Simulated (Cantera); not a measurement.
# Reactions in the system B-Cl-H-N

Cantera with NASA thermochemical tables; ideal gases at 1 bar, condensed phases pure. Values are per mole of reaction as written; species without (g) are pure solids or liquids, kept so even where they would boil at 1 bar.

B + 3 HCl(g) + N(g) = NH₃(g) + BCl₃(g)

```csv
T (K),ΔH° (kJ),ΔS° (J/K),ΔG° (kJ),log10 K
300,-644.7,-237.0,-573.6,99.87
823,-650.9,-250.5,-444.8,28.23
973,-651.8,-251.4,-407.2,21.86
1123,-652.4,-252.0,-369.4,17.18
1273,-653.0,-252.5,-331.6,13.60
1423,-653.5,-252.9,-293.7,10.78
1573,-654.0,-253.2,-255.7,8.49
1723,-654.4,-253.5,-217.7,6.60
1873,-654.8,-253.7,-179.7,5.01
2023,-655.2,-253.9,-141.6,3.66
```
